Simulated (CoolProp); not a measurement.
Model: reference Helmholtz-energy equation of state, Lemmon 2006, in CoolProp. It is a short technical equation, of lower accuracy than the large ones.

Q: For n-nonane, give the phase and the cv (kJ/(kg K)), speed of sound (m/s) at 456.8 K and 1.01 bar.

A: 
- 456.8 K and 1.01 bar: gas; cv 2.29, speed of sound 167
